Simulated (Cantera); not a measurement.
Boron, boron nitride and boron oxide: B2H6 + NH3 + N2

Charge: 1 mol B2H6, 0.21 mol NH3, 0.32 mol N2, held at 1677 °C.

Equilibrium computed with Cantera from the NASA thermochemical tables; the gas is ideal and each condensed phase is pure. Candidate condensed phases: B, BN; 15 gas species. The feed counts by its element totals alone. Mutual solubility and eutectic melting of coexisting phases are not modelled. The tables' values for BH2 are old estimates; treat these amounts as uncertain. Gases not in the tables: B2H6 and higher boranes. Equilibrium is a limit: real reactors are often held back by kinetics, nucleation or transport.

From 10.0 Pa to 28.0 Pa the condensed part is B(s). From 77.0 Pa to 100000 Pa the condensed part is B(s) + BN(s).

| P (Pa) | x H2 | x N2 | x H | x B | x BH2 | x BH3 | x BH | n B(s) | n BN(s) |
|---|---|---|---|---|---|---|---|---|---|
| 10 | 0.790 | 0.108 | 0.102 | 0.000567 | 0.000275 | 2.20e-7 | 1.39e-5 | 2.00 | 0 |
| 28 | 0.827 | 0.110 | 0.0623 | 0.000203 | 0.000288 | 3.95e-7 | 8.53e-6 | 2.00 | 0 |
| 77 | 0.890 | 0.0711 | 0.0390 | 7.37e-5 | 0.000310 | 7.31e-7 | 5.34e-6 | 1.67 | 0.332 |
| 220 | 0.951 | 0.0249 | 0.0238 | 2.58e-5 | 0.000331 | 1.36e-6 | 3.26e-6 | 1.32 | 0.679 |
| 600 | 0.976 | 0.00912 | 0.0146 | 9.46e-6 | 0.000340 | 2.34e-6 | 2.00e-6 | 1.21 | 0.789 |
| 1700 | 0.988 | 0.00322 | 0.00874 | 3.34e-6 | 0.000344 | 4.02e-6 | 1.20e-6 | 1.17 | 0.828 |
| 4600 | 0.993 | 0.00119 | 0.00533 | 1.23e-6 | 0.000346 | 6.66e-6 | 7.29e-7 | 1.16 | 0.842 |
| 13000 | 0.996 | 0.000421 | 0.00317 | 4.37e-7 | 0.000347 | 1.12e-5 | 4.34e-7 | 1.15 | 0.847 |
| 36000 | 0.998 | 0.000152 | 0.00191 | 1.58e-7 | 0.000348 | 1.88e-5 | 2.61e-7 | 1.15 | 0.849 |
| 100000 | 0.998 | 5.47e-5 | 0.00115 | 5.67e-8 | 0.000348 | 3.13e-5 | 1.57e-7 | 1.15 | 0.850 |
x: gas mole fraction; n: condensed amount in mol.
